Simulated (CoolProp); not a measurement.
Vapour-liquid equilibrium of CH2F2 (R32) (1) + R227EA (2) at 13.85 °C; x and y are mole fractions of (1).

Computed with CoolProp (multi-fluid Helmholtz-energy mixture model, Tillner-Roth 1997 and Lemmon 2016; pair parameters Bell 2016).

Question: Give the bubble pressure and the first vapour's composition at x = 0.65, 0.8, 0.95. Is there an azeotrope?

Answer: x = 0.65: 9.505 bar, y = 0.840; x = 0.8: 10.74 bar, y = 0.909; x = 0.95: 11.97 bar, y = 0.976. No azeotrope shows between x = 0.05 and 0.95.

The pair parameters rest on a limited set of measurements; away from them the model extrapolates.
